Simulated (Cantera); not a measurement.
# Equilibrium for silicon carbide growth: CH₃SiH₃ + C₂H₄ + H₂

Charge: 1 mol CH₃SiH₃, 0.016 mol C₂H₄, 230 mol H₂, at 6.30 mbar.

Method: chemical equilibrium by Gibbs-energy minimisation in Cantera with the NASA 1993 tables (ideal gas, pure condensed phases). Candidate condensed phases: C, C₆H₆, C₇H₈, C₈H₁₈, Si, SiC; 87 gas species. The feed counts by its element totals alone. Gases not in the tables: Si₂H₆ and higher silanes. The numbers say what is thermodynamically allowed, not how fast it happens.

From 1725 K to 2050 K the condensed part is SiC(s). The main Si-bearing gas is Si throughout. The share of Si in condensed phases is highest at 1725 K (99.9 %) and lowest at 2050 K (71.5 %).

```json
[
 {"T (K)": "1725", "log p H₂": "-2.20", "log p H": "-4.83", "log p Si": "-7.70", "log p C₂H₂ (acetylene)": "-6.37", "log p SiH": "-8.65", "log p Si₂C": "-9.86", "log p SiC₂": "-9.87", "log p SiH₂": "-8.67", "n SiC(s)": "0.999"},
 {"T (K)": "1750", "log p H₂": "-2.20", "log p H": "-4.73", "log p Si": "-7.44", "log p C₂H₂ (acetylene)": "-6.36", "log p SiH": "-8.42", "log p Si₂C": "-9.53", "log p SiC₂": "-9.62", "log p SiH₂": "-8.50", "n SiC(s)": "0.998"},
 {"T (K)": "1775", "log p H₂": "-2.20", "log p H": "-4.64", "log p Si": "-7.18", "log p C₂H₂ (acetylene)": "-6.34", "log p SiH": "-8.19", "log p Si₂C": "-9.21", "log p SiC₂": "-9.37", "log p SiH₂": "-8.33", "n SiC(s)": "0.997"},
 {"T (K)": "1800", "log p H₂": "-2.20", "log p H": "-4.55", "log p Si": "-6.94", "log p C₂H₂ (acetylene)": "-6.31", "log p SiH": "-7.98", "log p Si₂C": "-8.91", "log p SiC₂": "-9.13", "log p SiH₂": "-8.17", "n SiC(s)": "0.995"},
 {"T (K)": "1825", "log p H₂": "-2.20", "log p H": "-4.46", "log p Si": "-6.71", "log p C₂H₂ (acetylene)": "-6.27", "log p SiH": "-7.79", "log p Si₂C": "-8.63", "log p SiC₂": "-8.89", "log p SiH₂": "-8.02", "n SiC(s)": "0.992"},
 {"T (K)": "1850", "log p H₂": "-2.20", "log p H": "-4.37", "log p Si": "-6.50", "log p C₂H₂ (acetylene)": "-6.22", "log p SiH": "-7.60", "log p Si₂C": "-8.36", "log p SiC₂": "-8.64", "log p SiH₂": "-7.88", "n SiC(s)": "0.986"},
 {"T (K)": "1875", "log p H₂": "-2.20", "log p H": "-4.29", "log p Si": "-6.29", "log p C₂H₂ (acetylene)": "-6.15", "log p SiH": "-7.43", "log p Si₂C": "-8.10", "log p SiC₂": "-8.40", "log p SiH₂": "-7.76", "n SiC(s)": "0.978"},
 {"T (K)": "1900", "log p H₂": "-2.21", "log p H": "-4.20", "log p Si": "-6.11", "log p C₂H₂ (acetylene)": "-6.07", "log p SiH": "-7.27", "log p Si₂C": "-7.86", "log p SiC₂": "-8.15", "log p SiH₂": "-7.65", "n SiC(s)": "0.967"},
 {"T (K)": "1925", "log p H₂": "-2.21", "log p H": "-4.12", "log p Si": "-5.93", "log p C₂H₂ (acetylene)": "-5.97", "log p SiH": "-7.12", "log p Si₂C": "-7.64", "log p SiC₂": "-7.90", "log p SiH₂": "-7.55", "n SiC(s)": "0.950"},
 {"T (K)": "1950", "log p H₂": "-2.21", "log p H": "-4.04", "log p Si": "-5.77", "log p C₂H₂ (acetylene)": "-5.87", "log p SiH": "-6.99", "log p Si₂C": "-7.42", "log p SiC₂": "-7.65", "log p SiH₂": "-7.45", "n SiC(s)": "0.927"},
 {"T (K)": "1975", "log p H₂": "-2.21", "log p H": "-3.97", "log p Si": "-5.61", "log p C₂H₂ (acetylene)": "-5.76", "log p SiH": "-6.86", "log p Si₂C": "-7.22", "log p SiC₂": "-7.41", "log p SiH₂": "-7.37", "n SiC(s)": "0.896"},
 {"T (K)": "2000", "log p H₂": "-2.21", "log p H": "-3.89", "log p Si": "-5.46", "log p C₂H₂ (acetylene)": "-5.64", "log p SiH": "-6.74", "log p Si₂C": "-7.02", "log p SiC₂": "-7.16", "log p SiH₂": "-7.29", "n SiC(s)": "0.853"},
 {"T (K)": "2025", "log p H₂": "-2.21", "log p H": "-3.82", "log p Si": "-5.32", "log p C₂H₂ (acetylene)": "-5.53", "log p SiH": "-6.62", "log p Si₂C": "-6.84", "log p SiC₂": "-6.93", "log p SiH₂": "-7.21", "n SiC(s)": "0.794"},
 {"T (K)": "2050", "log p H₂": "-2.21", "log p H": "-3.75", "log p Si": "-5.18", "log p C₂H₂ (acetylene)": "-5.41", "log p SiH": "-6.51", "log p Si₂C": "-6.66", "log p SiC₂": "-6.69", "log p SiH₂": "-7.14", "n SiC(s)": "0.715"}
]
```
log p: log10 of the partial pressure in bar; n: condensed amount in mol.
